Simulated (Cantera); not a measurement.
# Thermodynamics of silicon etching in halogen gases, feed Si + HCl + N₂

Charge: 1 mol Si, 3.1 mol HCl, 3 mol N₂.

Equilibrium computed with Cantera from the NASA thermochemical tables; the gas is ideal and each condensed phase is pure. Candidate condensed phases: NH₄Cl, Si, Si₃N₄; 28 gas species. N₂ is the only nitrogen source here; it is nearly inert below about 1500 K, so the nitride shown seldom forms there in practice. The tables' values for SiCl₃ are old estimates. Rates play no part.

Stable condensed phases:

```
T in K \ P in Pa
              1    6.8     46    320   2200  15000 100000
   1548       A      A      A      B      B      B      B
   1523       A      A      A      B      B      B      B
   1498       A      A      A      B      B      B      B
   1473       A      A      B      B      B      B      B
   1448       A      A      B      B      B      B      B
   1423       A      A      B      B      B      B      B
   1398       A      A      B      B      B      B      B
   1373       A      B      B      B      B      B      B
   1348       A      B      B      B      B      B      B
   1323       A      B      B      B      B      B      B
   1298       B      B      B      B      B      B      B
   1273       B      B      B      B      B      B      B
   1248       B      B      B      B      B      B      B
```

A: gas only; B: Si₃N₄.
